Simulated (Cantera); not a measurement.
A closed system holds: 1 mol (CH3)2SiCl2, 17 mol H2, held at 1725 K and 0.270 bar.

Cantera equilibrium calculation (NASA polynomials, part measured and part estimated; ideal gas, pure solids and liquids). Candidate condensed phases: C, C6H6, C7H8, C8H18, Si, SiC; 109 gas species. The feed counts by its element totals alone. The tables' values for SiCl3 are old estimates; treat these amounts as uncertain. Kinetics and transport are ignored.

Base state: H2 0.905, HCl 0.0940, SiCl2 0.000567, H 0.000340, CH4 0.000221, C2H2 (acetylene) 8.34e-5, Cl 2.74e-5, SiCl3 2.07e-5 (mole fractions); condensed: C(graphite) + SiC(s).

What changes in the equilibrium state with this change: (CH3)2SiCl2 replaced by Si(CH3)4?


```csv
species,before,after
H2,0.905,0.999
H,0.000340,0.000357
CH4,0.000221,0.000269
HCl,0.0940,0
SiCl2,0.000567,0
Cl,2.74e-5,0
SiCl3,2.07e-5,0
C2H2 (acetylene),8.34e-5,9.21e-5
"C(graphite), mol",1.00,2.99
"SiC(s), mol",0.988,1.000
```
